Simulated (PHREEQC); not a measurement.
**Buffer: an equilibrium model**

Solution (25 °C): 0.014 mol/kgw NaHCO3 and 0.00067 mol/kgw Na2SO4. Closed to the air; pH follows from the charge balance.

The numbers come from PHREEQC with the Pitzer model, pitzer.dat.

Precipitation was switched off in this run.

Q: Predict the pH.

A: pH 8.21.

Q: In which forms is C present?

A: HCO3- 98 %, CO2 1.3 %, CO3-2 1.2 % of the C.
